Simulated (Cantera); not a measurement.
**Equilibrium for abatement and gas-phase synthesis: CS2 + H2 + O2**

Input: 1 mol CS2, 0.099 mol H2, 0.13 mol O2, equilibrated at 2073 K.

These are equilibrium values from Cantera (NASA tables, ideal gas, pure condensed phases), not measurements of a reactor. Candidate condensed phases: C, C6H6, C7H8, C8H18, H2O, H2SO4, S; 123 gas species. The ideal-gas law is rough above about 30 bar. Rates play no part.

From 10.0 Pa to 300 bar nothing is condensed. The main C-bearing gas is CS at 10.0 Pa and CS2 at 300 bar.

```tsv
P (Pa)	x CS2	x CS	x S2	x S	x CO	x H2	x H2S	x H	x COS
10	0.0367	0.343	0.191	0.221	0.133	0.0264	5.63e-5	0.0427	1.04e-5
120	0.132	0.305	0.264	0.0748	0.153	0.0454	0.000394	0.0162	4.89e-5
1400	0.287	0.197	0.252	0.0214	0.170	0.0556	0.00161	0.00524	0.000181
17000	0.428	0.0911	0.217	0.00571	0.182	0.0585	0.00548	0.00154	0.000626
210000	0.507	0.0327	0.192	0.00153	0.188	0.0518	0.0160	0.000413	0.00213
2500000	0.542	0.0106	0.175	0.000422	0.187	0.0350	0.0356	9.84e-5	0.00701
30000000	0.562	0.00333	0.159	0.000116	0.176	0.0168	0.0565	1.97e-5	0.0218
```
x: gas mole fraction; nothing condenses.
